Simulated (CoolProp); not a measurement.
Methanol along the isobar 0.31 MPa: Z from the reference equation and from simpler models built on Tc = 513.4 K, pc = 8.216 MPa, ω = 0.565; each cubic takes its own stable root.

Values from CoolProp's reference Helmholtz-energy equation of state, de Reuck 1993.

| T (K) | phase | reference | van der Waals | Redlich-Kwong | Peng-Robinson |
|---|---|---|---|---|---|
| 323.2 | liquid | 0.004846 | 0.9662 | 0.006769 | 0.005581 |
| 343 | liquid | 0.004686 | 0.9706 | 0.9593 | 0.005404 |
| 362.8 | liquid | 0.004558 | 0.9742 | 0.9652 | 0.005274 |
| 382.6 | gas | 0.9413 | 0.9772 | 0.9700 | 0.9611 |
| 402.3 | gas | 0.9594 | 0.9797 | 0.9740 | 0.9669 |
| 422.1 | gas | 0.9692 | 0.9819 | 0.9773 | 0.9717 |
| 441.9 | gas | 0.9758 | 0.9838 | 0.9800 | 0.9757 |
| 461.6 | gas | 0.9805 | 0.9854 | 0.9824 | 0.9790 |
| 481.4 | gas | 0.9841 | 0.9868 | 0.9844 | 0.9819 |
| 501.2 | gas | 0.9868 | 0.9880 | 0.9861 | 0.9843 |
| 521 | gas | 0.9888 | 0.9891 | 0.9876 | 0.9863 |

At some of these states van der Waals, Redlich-Kwong gives the other phase, because its saturation line lies elsewhere.
